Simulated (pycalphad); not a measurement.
Computed with pycalphad from the COST 507 light-alloy database (1999), at 1 atm. The data set is of 1999 and partly superseded.

# Al-2.68Si-1.2Fe (at.%): equilibrium cooling sequence

```
T (K)                    phases above                       phases below
-----  ------------------------------  ---------------------------------
939.3                          LIQUID                   AL13FE4 + LIQUID
910.8                AL13FE4 + LIQUID          AL13FE4 + FCC_A1 + LIQUID
904.9       AL13FE4 + FCC_A1 + LIQUID     ALFESI_ALPHA + FCC_A1 + LIQUID
892.6  ALFESI_ALPHA + FCC_A1 + LIQUID      ALFESI_BETA + FCC_A1 + LIQUID
848.9   ALFESI_BETA + FCC_A1 + LIQUID  ALFESI_BETA + DIAMOND_A4 + FCC_A1
```

Changes were sought between steps of 40 K, so a narrower field can be missed.

Database names, with the compositions (at.%) that they take in these runs: AL13FE4: Al 76 Fe 24; ALFESI_BETA: Al 70 Si 15 Fe 15. FCC_A1 is fcc; DIAMOND_A4 is diamond (Si).
